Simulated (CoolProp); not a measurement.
R404A at 259.57 K and 0.282 MPa flows at 13 m/s in a round tube of 2 mm bore and 45 µm roughness, fully developed (64/Re and Nu = 3.66 if laminar; Colebrook and Gnielinski if turbulent). Each further row changes one setting.

Model: reference Helmholtz-energy equation of state, Lemmon 2003, in CoolProp. It is a pseudo-pure fit of the blend.

```tsv
case	Reynolds number	Darcy friction factor	pressure drop (Pa/m)	heat-transfer coefficient (W/(m² K))	mass flow (kg/h)
as stated	33500	?	30500	1100	?
velocity 26 m/s	67000	?	121000	2220	4.08
diameter 4 mm	67000	0.0403	11800	?	8.17
```

Problem. Some entries are withheld; supply them.

Solution. 
- as stated, Darcy friction factor: 0.0520
- as stated, mass flow (kg/h): 2.04
- velocity 26 m/s, Darcy friction factor: 0.0514
- diameter 4 mm, heat-transfer coefficient (W/(m² K)): 857

Viscosity comes from a separate model (Geller 2000). Thermal conductivity comes from a separate model (Geller 2001).
